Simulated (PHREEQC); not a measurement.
NH3 is added in steps, without added water, to 1 kg of water holding 0.092 mol/kgw KH2PO4, 0.011 mol/kgw NaOH and 8.7e-05 mol/kgw NaCl, at 25 °C. O2 is buffered at 0.21 atm. The system is closed to CO2. The run lets Halite, Sylvite precipitate or redissolve, and no other solid.

Base run: PHREEQC, ion-association model, phreeqc.dat. Each further column changes one thing. The table gives pH.

```
NH3 added (mol)   base  KH2PO4 from 0.092 to 0.046 mol/kgw  NaOH from 0.011 to 0.0022 mol/kgw  no solid may form
---------------  -----  ----------------------------------  ---------------------------------  -----------------
0                 5.98                          (withheld)                         (withheld)               5.98
0.03656           6.82                                8.34                               6.67               6.82
0.07312           7.71                                9.43                               7.40               7.71
0.1219            9.16                          (withheld)                         (withheld)               9.16
0.1584            9.43                                9.94                               9.34               9.43
0.195             9.60                          (withheld)                               9.52               9.60
0.2316            9.72                               10.13                               9.65               9.72
0.2681            9.81                               10.20                         (withheld)               9.81
0.3169            9.91                               10.28                               9.85               9.91
0.3534            9.97                               10.33                               9.91               9.97
0.39             10.02                          (withheld)                               9.97              10.02
```

### Question
Fill in the missing entries.

### Answer

- 0, KH2PO4 from 0.092 to 0.046 mol/kgw: 6.40
- 0, NaOH from 0.011 to 0.0022 mol/kgw: 5.26
- 0.1219, KH2PO4 from 0.092 to 0.046 mol/kgw: 9.79
- 0.1219, NaOH from 0.011 to 0.0022 mol/kgw: 9.01
- 0.195, KH2PO4 from 0.092 to 0.046 mol/kgw: 10.05
- 0.2681, NaOH from 0.011 to 0.0022 mol/kgw: 9.74
- 0.39, KH2PO4 from 0.092 to 0.046 mol/kgw: 10.38
